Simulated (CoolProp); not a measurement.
Saturated liquid density (kg/m³) of tetrahydrofuran: the reference equation beside estimates from Tc = 540.2 K, pc = 5.304 MPa, ω = 0.234. Rackett uses Z = 0.29056 − 0.08775 ω.

The numbers come from the reference Helmholtz-energy equation of state, Fiedler 2023 in CoolProp.

```tsv
T (K)	reference	Rackett	van der Waals	Redlich-Kwong	Soave-Redlich-Kwong	Peng-Robinson
278.9	902.9	913.8	553.2	820.5	836.5	941.6
286.3	894.9	905.9	548.8	813.1	830.0	934.7
293.6	886.9	898.0	544.3	805.7	823.4	927.7
300.9	878.9	890.0	539.8	798.1	816.7	920.5
308.3	870.7	881.8	535.2	790.3	809.6	912.9
315.6	862.5	873.6	530.5	782.3	802.4	905.2
322.9	854.3	865.3	525.7	774.1	795.0	897.2
330.2	846.0	856.8	520.9	765.7	787.3	889.0
337.6	837.5	848.1	515.8	757.0	779.4	880.4
344.9	828.9	839.4	510.7	748.1	771.2	871.6
352.2	820.3	830.6	505.5	739.0	762.8	862.5
359.6	811.5	821.4	500.2	729.6	754.0	852.9
```

Absolute difference from the reference over all 12 rows, mean and median: Rackett 1.3 and 1.3 %, van der Waals 38.5 and 38.5 %, Redlich-Kwong 9.4 and 9.3 %, Soave-Redlich-Kwong 7.1 and 7.0 %, Peng-Robinson 4.9 and 5.0 %.
